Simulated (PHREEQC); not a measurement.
A solution holds 0.15 mol HCl per kg of water, at 25 °C. Closed to the air; pH follows from the charge balance.

Computed with PHREEQC (ion-association model, phreeqc.dat).

This is a speciation only: nothing precipitates in the calculation.

What pH, specific conductance, density does the model give?

pH 0.92; specific conductance 51600 µS/cm; density 1.000 g/cm³.
